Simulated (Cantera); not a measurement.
An adiabatic, constant-volume homogeneous reactor starts with CH4 : O2 : N2 : H2O = 1 : 0.909 : 3.42 : 1.1 (molar parts), at 1398 K and 100000 Pa. Integrator tolerance rtol = 1e-08.

Model: GRI-Mech 3.0 (53 species, 325 reactions), integrated in Cantera.

Q: What does this change do: initial temperature 1398 to 1775 K?

A: 
```tsv
quantity	before	after
time of steepest temperature rise	7.98 ms	0.172 ms
temperature at 2.00 s	2405 K	2662 K
equilibrium temperature	2405 K	2662 K
x(CH4) at 2.00 s	5.22e-11 (gas-phase equilibrium 5.95e-11)	1.35e-11 (gas-phase equilibrium 1.54e-11)
x(O2) at 2.00 s	1.12e-5 (gas-phase equilibrium 1.12e-5)	0.000148 (gas-phase equilibrium 0.000148)
x(H2O) at 2.00 s	0.229 (gas-phase equilibrium 0.229)	0.225 (gas-phase equilibrium 0.225)
x(HCN) at 2.00 s	1.02e-7 (gas-phase equilibrium 1.02e-7)	8.67e-8 (gas-phase equilibrium 8.67e-8)
x(H2) at 2.00 s	0.179 (gas-phase equilibrium 0.179)	0.173 (gas-phase equilibrium 0.173)
```

Q: What does this change do: constant pressure in place of constant volume?

A: 
| quantity | before | after |
|---|---|---|
| time of steepest temperature rise | 7.98 ms | 8.77 ms |
| temperature at 2.00 s | 2405 K | 2180 K |
| equilibrium temperature | 2405 K | 2180 K |
| x(CH4) at 2.00 s | 5.22e-11 (gas-phase equilibrium 5.95e-11) | 4.03e-11 (gas-phase equilibrium 4.64e-11) |
| x(O2) at 2.00 s | 1.12e-5 (gas-phase equilibrium 1.12e-5) | 1.62e-6 (gas-phase equilibrium 1.62e-6) |
| x(H2O) at 2.00 s | 0.229 (gas-phase equilibrium 0.229) | 0.229 (gas-phase equilibrium 0.229) |
| x(HCN) at 2.00 s | 1.02e-7 (gas-phase equilibrium 1.02e-7) | 5.26e-8 (gas-phase equilibrium 5.26e-8) |
| x(H2) at 2.00 s | 0.179 (gas-phase equilibrium 0.179) | 0.182 (gas-phase equilibrium 0.182) |
